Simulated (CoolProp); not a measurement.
Vapour-liquid equilibrium of isobutane (1) + isobutene (2) at 0.0934 bar; x and y are mole fractions of (1).

Computed with CoolProp (multi-fluid Helmholtz-energy mixture model, Bücker 2006 and Lemmon 2005; pair parameters Bell 2016).

| x | bubble temperature, mixture model (°C) | bubble temperature, Raoult's law (°C) | y, mixture model | y, Raoult's law |
|---|---|---|---|---|
| 0.05 | -55.6 | -55.5 | 0.071 | 0.065 |
| 0.2 | -56.6 | -56.3 | 0.260 | 0.249 |
| 0.35 | -57.4 | -57.0 | 0.424 | 0.418 |
| 0.5 | -58.1 | -57.7 | 0.570 | 0.571 |
| 0.65 | -58.7 | -58.4 | 0.706 | 0.713 |
| 0.8 | -59.3 | -59.0 | 0.834 | 0.843 |
| 0.95 | -59.7 | -59.7 | 0.959 | 0.962 |

The largest gap from Raoult's law is -0.4 K in bubble temperature, at x = 0.35. No azeotrope shows between x = 0.05 and 0.95.

The pair parameters rest on a limited set of measurements; away from them the model extrapolates.
